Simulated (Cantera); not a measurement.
A perfectly stirred reactor is fed with CH₄ : C₂H₆ : O₂ : N₂ = 1 : 0.71 : 3.74 : 28.8 (molar parts), equivalence ratio 1.2, at 0.860 bar; it is adiabatic with a 423 K inlet, and is followed from long to short residence time, starting on the burning branch (τ in s: 0.33, 0.13, 0.055, 0.023, 0.0094, 0.0039, 0.0016, 0.00066, 0.00027, 0.00011, 4.7e-05).

Model: GRI-Mech 3.0 (53 species, 325 reactions), integrated in Cantera.

### Question
What does this change do: 3.2 parts H2 added?

### Answer
| quantity | before | after |
|---|---|---|
| blow-out, bracketed by the residence times tried | burning at 9.40 ms, out at 3.90 ms | burning at 23.0 ms, out at 9.40 ms |
| x(CH₄) at τ = 0.330 s | 0.000519 | 0.00438 |
| x(C₂H₆) at τ = 0.330 s | 7.11e-6 | 3.00e-5 |
| x(O₂) at τ = 0.330 s | 0.000543 | 0.00107 |
| x(CH₃) at τ = 0.330 s | 5.45e-5 | 7.42e-5 |
| x(C₂H₂) at τ = 0.330 s | 0.000504 | 0.00325 |
| x(CH₄) at τ = 3.90 ms | 0.0292 | 0.0267 |
| x(C₂H₆) at τ = 3.90 ms | 0.0207 | 0.0190 |
| x(O₂) at τ = 3.90 ms | 0.109 | 0.0999 |
| x(CH₃) at τ = 3.90 ms | <1e-12 | <1e-12 |
| x(C₂H₂) at τ = 3.90 ms | <1e-12 | <1e-12 |
